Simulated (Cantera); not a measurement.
Cantera run, input and output.

```python
import numpy as np
import cantera as ct

gas = ct.Solution("gri30.yaml")
gas.TPX = 400, 1000000, {'CH4': 1, 'O2': 1.82, 'N2': 15.6}
inlet = ct.Reservoir(gas, clone=True)
gas.equilibrate("HP")  # start burning
reactor = ct.IdealGasConstPressureReactor(gas, energy="on", clone=False)
exhaust = ct.Reservoir(gas, clone=True)
tau = [0.19, 0.076, 0.03, 0.012, 0.0046, 0.0018, 0.00071, 0.00028, 0.00011, 4.4e-05, 1.7e-05][0]
for a, b in ((inlet, reactor), (reactor, exhaust)):
    ct.MassFlowController(a, b, mdot=lambda t: reactor.mass / tau)
net = ct.ReactorNet([reactor])
show = ['CH4', 'O2', 'HCO', 'NO', 'N2O', 'CH2CO', 'C2H']

rows = []
print(f"{'tau/s':>10s}{'T/K':>9s}" + "".join(f"{s:>11s}" for s in show))
for tau in [0.19, 0.076, 0.03, 0.012, 0.0046, 0.0018, 0.00071, 0.00028, 0.00011, 4.4e-05, 1.7e-05]:
    net.initial_time = 0.0
    net.advance(30 * tau)
    before = gas.X
    net.advance(40 * tau)
    drift = np.max(np.abs(gas.X - before) / (gas.X + 1e-9))
    rows.append([gas.T, *gas[show].X, drift])
    print(f"{tau:10.3e}{gas.T:9.1f}" + "".join(f"{x:11.3e}" for x in gas[show].X))
```

It prints:

```
     tau/s      T/K        CH4         O2        HCO         NO        N2O      CH2CO        C2H
 1.900e-01   1507.3  1.559e-03  1.544e-03  2.773e-09  4.838e-08  3.463e-08  1.655e-05  4.290e-10
 7.600e-02   1493.1  1.698e-03  2.582e-03  7.096e-09  6.057e-08  6.925e-08  2.467e-05  4.773e-10
 3.000e-02   1465.1  2.078e-03  4.683e-03  1.979e-08  6.875e-08  1.370e-07  3.984e-05  3.906e-10
 1.200e-02   1365.4  4.053e-03  1.245e-02  6.308e-08  3.013e-08  2.601e-07  8.828e-05  6.880e-11
 4.600e-03    400.0  5.429e-02  9.881e-02 -2.387e-37  7.428e-28  4.520e-23  1.603e-20  6.784e-52
 1.800e-03    400.0  5.429e-02  9.881e-02  2.142e-38  2.307e-29  1.404e-24  4.977e-22  1.581e-57
 7.100e-04    400.0  5.429e-02  9.881e-02 -1.098e-43  1.457e-30  8.866e-26  3.144e-23 -4.981e-61
 2.800e-04    400.0  5.429e-02  9.881e-02  3.857e-44  9.204e-32  5.601e-27  1.986e-24  1.021e-63
 1.100e-04    400.0  5.429e-02  9.881e-02  2.437e-45  5.814e-33  3.538e-28  1.254e-25  1.266e-65
 4.400e-05    400.0  5.429e-02  9.881e-02  1.539e-46  3.673e-34  2.235e-29  7.924e-27  8.972e-68
 1.700e-05    400.0  5.429e-02  9.881e-02  9.722e-48  2.320e-35  1.412e-30  5.005e-28  2.539e-69
```

Cantera simulation using GRI-Mech 3.0 (53 species, 325 reactions); the numbers are that mechanism's predictions, not measurements.
